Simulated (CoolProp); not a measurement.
Ammonia along the isobar 6.45 MPa: fugacity coefficient from the reference equation and from simpler models built on Tc = 132.4 °C, pc = 11.36 MPa, ω = 0.256; each cubic takes its own stable root.

Computed with CoolProp (reference Helmholtz-energy equation of state, Gao 2020).

| T (°C) | phase | reference |
|---|---|---|
| 119.05 | gas | 0.7694 |
| 127.65 | gas | 0.7874 |
| 136.15 | gas | 0.8033 |
| 144.75 | gas | 0.8177 |
| 153.35 | gas | 0.8308 |
| 161.95 | gas | 0.8426 |
| 170.55 | gas | 0.8534 |
| 179.15 | gas | 0.8633 |
| 187.65 | gas | 0.8723 |
| 196.25 | gas | 0.8806 |
| 204.85 | gas | 0.8883 |
| 213.45 | gas | 0.8954 |
| 222.05 | gas | 0.9020 |

Q: How far does each simpler model (van der Waals, Redlich-Kwong) lie from the reference over these 13 states: mean and median of the absolute difference, and the worst?

A: 
- van der Waals: mean 2.1 %, median 1.5 %, worst +6.3 % at 119.05 °C and 6.45 MPa
- Redlich-Kwong: mean 0.9 %, median 0.6 %, worst +3.0 % at 119.05 °C and 6.45 MPa
